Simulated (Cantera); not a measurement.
Charge: 1 mol B2H6, 4.6 mol H2O, at 925 K and 0.0320 bar.

Method: chemical equilibrium by Gibbs-energy minimisation in Cantera with the NASA 1993 tables (ideal gas, pure condensed phases). Candidate condensed phases: B, B2O3, B3O3H3, H2O; 23 gas species. The feed counts by its element totals alone. Gases not in the tables: H3BO3. Kinetics and transport are ignored.

Base state: H2 0.790, H2O 0.210, (HBO2)3 0.000716, HBO2 1.22e-5 (mole fractions); condensed: B2O3(l).

Q: What changes in the equilibrium state with this change: temperature from 925 K to 1700 K?

A: 
```csv
species,before,after
H2,0.790,0.695
HBO2,1.22e-5,0.186
H2O,0.210,0.0941
B2O3,<1e-9,0.0221
HBO,<1e-9,0.00224
H,1.29e-9,0.000687
"B2O3(l), mol",0.992,0
```
